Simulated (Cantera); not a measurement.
A perfectly stirred reactor is fed with 19.5 % CO, 8.98 % H2, 13.0 % O2, 48.8 % N2, 9.76 % H2O, at 1000000 Pa; it is adiabatic with a 750 K inlet, and is followed from long to short residence time, starting on the burning branch (τ in s: 0.045, 0.021, 0.0098, 0.0046, 0.0021, 0.001, 0.00047, 0.00022, 0.0001, 4.8e-05, 2.2e-05, 1e-05, 4.9e-06).

Cantera simulation using GRI-Mech 3.0 (53 species, 325 reactions); the numbers are that mechanism's predictions, not measurements. The hydrogen kinetics of GRI-Mech 3.0 are dated; newer H2 mechanisms differ, most at raised pressure.

x: mole fraction; the columns are a selection and need not sum to one.

```tsv
τ (s)	T (K)	x CO	x H2	x O2	x HO2	x NO2
0.045	2531	0.0376	0.00660	0.00473	2.30e-6	1.19e-6
0.021	2530	0.0377	0.00662	0.00484	2.36e-6	1.14e-6
0.0098	2529	0.0378	0.00665	0.00506	2.48e-6	1.06e-6
0.0046	2526	0.0383	0.00673	0.00547	___	9.29e-7
0.0021	2518	0.0392	0.00690	0.00622	___	7.30e-7
0.0010	2504	0.0408	0.00721	0.00736	___	5.32e-7
0.00047	2478	0.0437	0.00778	0.00912	___	3.69e-7
0.00022	2437	0.0480	0.00866	0.0117	___	2.52e-7
0.00010	2377	0.0542	0.00994	0.0152	___	1.66e-7
4.8e-5	2303	0.0615	0.0114	0.0194	___	1.12e-7
2.2e-5	2204	0.0714	0.0132	0.0251	___	7.69e-8
1.0e-5	2073	0.0853	0.0148	0.0329	___	5.63e-8
4.9e-6	1903	0.107	0.0158	0.0448	___	3.95e-8
```

**Question.** Complete the blanks.

**Answer.** 
- 0.0046, x HO2: 2.70e-6
- 0.0021, x HO2: 3.13e-6
- 0.0010, x HO2: 3.86e-6
- 0.00047, x HO2: 5.18e-6
- 0.00022, x HO2: 7.58e-6
- 0.00010, x HO2: 1.22e-5
- 4.8e-5, x HO2: 2.03e-5
- 2.2e-5, x HO2: 3.62e-5
- 1.0e-5, x HO2: 6.79e-5
- 4.9e-6, x HO2: 0.000133
